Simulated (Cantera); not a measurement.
Adiabatic ignition

An adiabatic, constant-volume homogeneous reactor starts with C₂H₄ : O₂ : N₂ : H₂O = 1 : 1.36 : 12.4 : 0.91 (molar parts), at 1223 K and 4500 Torr.

Computed with Cantera and GRI-Mech 3.0 (53 species, 325 reactions). GRI-Mech 3.0 was tuned for natural gas; its chemistry of ethylene as a main component is partial and can be far from experiment.

| t (s) | T (K) | P (bar) | x C₂H₄ | x O₂ | x H₂O | x HCO | x HO₂ | x CH₂ | x C₂H |
|---|---|---|---|---|---|---|---|---|---|
| 5.00e-6 | 1223 | 6.00 | 0.0638 | 0.0868 | 0.0581 | <1e-12 | 4.06e-10 | <1e-12 | <1e-12 |
| 1.95e-5 | 1223 | 6.00 | 0.0638 | 0.0868 | 0.0581 | 1.14e-12 | 2.26e-9 | <1e-12 | <1e-12 |
| 7.58e-5 | 1223 | 6.00 | 0.0638 | 0.0868 | 0.0581 | 3.61e-12 | 1.76e-8 | <1e-12 | <1e-12 |
| 0.000295 | 1223 | 6.00 | 0.0638 | 0.0868 | 0.0581 | 1.17e-10 | 7.81e-7 | <1e-12 | <1e-12 |
| 0.00115 | 2186 | 11.8 | 9.58e-6 | 8.49e-8 | 0.0835 | 1.37e-7 | 1.68e-10 | 1.02e-6 | 5.06e-7 |
| 0.00447 | 2177 | 11.8 | 1.70e-8 | 6.18e-8 | 0.0777 | 1.24e-7 | 1.12e-10 | 6.65e-9 | 9.12e-10 |
| 0.0174 | 2177 | 11.8 | <1e-12 | 6.24e-8 | 0.0777 | 1.25e-7 | 1.14e-10 | 1.32e-12 | <1e-12 |
| 0.0678 | 2178 | 11.8 | <1e-12 | 6.25e-8 | 0.0777 | 1.25e-7 | 1.14e-10 | 1.25e-12 | <1e-12 |
| 0.264 | 2178 | 11.8 | <1e-12 | 6.25e-8 | 0.0777 | 1.25e-7 | 1.14e-10 | 1.25e-12 | <1e-12 |
| 1.03 | 2178 | 11.8 | <1e-12 | 6.25e-8 | 0.0777 | 1.25e-7 | 1.14e-10 | 1.25e-12 | <1e-12 |
| 4.00 | 2178 | 11.8 | <1e-12 | 6.25e-8 | 0.0777 | 1.25e-7 | 1.14e-10 | 1.25e-12 | <1e-12 |
x: mole fraction; the columns are a selection and need not sum to one.

The time of steepest temperature rise comes out as 0.498 ms. The temperature at 4.00 s is 2178 K. The equilibrium temperature is 2178 K. The x(C₂H₄) at 4.00 s is <1e-12 (gas-phase equilibrium <1e-12) and the x(O₂) at 4.00 s comes out as 6.25e-8 (gas-phase equilibrium 6.25e-8). The x(H₂O) at 4.00 s is 0.0777 (gas-phase equilibrium 0.0777).
